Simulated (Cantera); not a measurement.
Feed: 1 mol Al, 5.6 mol NH3, 830 mol N2, at 327 °C and 750 Torr.

Method: chemical equilibrium by Gibbs-energy minimisation in Cantera with the NASA 1993 tables (ideal gas, pure condensed phases). Candidate condensed phases: Al, AlN; 13 gas species. Rates play no part.

Base state: N2 0.990, H2 0.00993, NH3 4.10e-5 (mole fractions); condensed: AlN(s).

What changes in the equilibrium state with this change: temperature from 327 °C to 1875 °C?


```tsv
species	before	after
N2	0.990	0.990
H2	0.00993	0.00978
H	<1e-9	0.000412
Al	<1e-9	0.000280
NH3	4.10e-5	1.54e-8
AlN(s), mol	1.00	0.759
```

What changes in the equilibrium state with this change: NH3 from 5.6 to 43 mol?


```json
[
 {"species": "N2", "before": "0.990", "after": "0.930"},
 {"species": "H2", "before": "0.00993", "after": "0.0694"},
 {"species": "NH3", "before": "4.10e-5", "after": "0.000734"},
 {"species": "AlN(s), mol", "before": "1.00", "after": "1.00"}
]
```
